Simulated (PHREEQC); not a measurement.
0.11 g of hydrous ferric oxide (600 m²/g; 0.2 weak and 0.005 strong sites per Fe, Dzombak-Morel constants, diffuse double layer) in 1 kg of water with 0.005 mol/kgw of an inert sodium salt and 0.62 mmol/kgw Na2SeO4, at 25 °C; the pH is set by adding NaOH or the inert anion's acid. Oxygen is held at 0.21 atm. CO2 from the air is kept out. Nothing may precipitate in this run.

Base run: PHREEQC, ion-association model, wateq4f.dat. Each further column changes one thing. The table gives Se sorbed (%).

| pH | base | background salt from 0.005 to 0.0005 mol/kgw | oxide from 0.11 to 0.55 g/kgw |
|---|---|---|---|
| 4 | 18.5 | ? | 86.5 |
| 4.75 | 17.0 | 17.6 | ? |
| 5.5 | 13.3 | ? | ? |
| 5.88 | 10.7 | 11.2 | 48.5 |
| 6.62 | 5.4 | 5.8 | 25.0 |
| 7.38 | 1.3 | ? | 6.1 |
| 8.12 | 0.1 | 0.1 | 0.4 |
| 8.5 | 0.0 | 0.0 | 0.1 |
| 9.25 | 0.0 | 0.0 | 0.0 |
| 10 | 0.0 | 0.0 | 0.0 |

**Question.** Some entries are withheld; supply them.

**Answer.** 
- 4, background salt from 0.005 to 0.0005 mol/kgw: 19.2
- 4.75, oxide from 0.11 to 0.55 g/kgw: 77.5
- 5.5, background salt from 0.005 to 0.0005 mol/kgw: 13.8
- 5.5, oxide from 0.11 to 0.55 g/kgw: 59.9
- 7.38, background salt from 0.005 to 0.0005 mol/kgw: 1.4
